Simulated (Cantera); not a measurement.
Oxide etching and cleaning by halides: SiO2 + HF

A closed system holds: 1 mol SiO2, 1.8 mol HF, held at 1.33 mbar.

Method: chemical equilibrium by Gibbs-energy minimisation in Cantera with the NASA 1993 tables (ideal gas, pure condensed phases). Candidate condensed phases: H2O, Si, SiO2; 38 gas species. The tables' values for SiF3 are old estimates; treat these amounts as uncertain. The tables hold silica as quartz up to 1696 K and as liquid above; real silica turns to tridymite and cristobalite and melts near 1996 K. Kinetics and transport are ignored.

```
T (°C)   x HF   x H2O  x SiF4      x H2      x O2      x OH       x H    x SiF3  n SiO2(β-quartz)  n SiO2(condensed)
------  -----  ------  ------  --------  --------  --------  --------  --------  ----------------  -----------------
1200    0.923  0.0509  0.0256  0.000193   8.95e-5   3.30e-5   4.81e-6   2.36e-6             0.955                  0
1250    0.930  0.0465  0.0234  0.000284  0.000132   5.38e-5   1.07e-5   5.09e-6             0.959                  0
1300    0.935  0.0427  0.0216  0.000409  0.000189   8.49e-5   2.25e-5   1.04e-5             0.962                  0
1350    0.940  0.0394  0.0200  0.000573  0.000265  0.000130   4.53e-5   2.05e-5             0.965                  0
1400    0.943  0.0364  0.0186  0.000786  0.000366  0.000195   8.74e-5   3.85e-5             0.967                  0
1450    0.947  0.0336  0.0174   0.00105  0.000497  0.000284  0.000162   6.96e-5                 0              0.969
1500    0.950  0.0311  0.0163   0.00137  0.000669  0.000405  0.000289  0.000121                 0              0.971
1550    0.952  0.0288  0.0154   0.00174  0.000907  0.000569  0.000495  0.000203                 0              0.972
```
x: gas mole fraction; n: condensed amount in mol.

From 1200 °C to 1400 °C the condensed part is SiO2(β-quartz). From 1450 °C to 1550 °C the condensed part is SiO2(condensed). The main Si-bearing gas is SiF4 throughout. The share of Si in condensed phases is highest at 1550 °C (97.2 %) and lowest at 1200 °C (95.5 %).
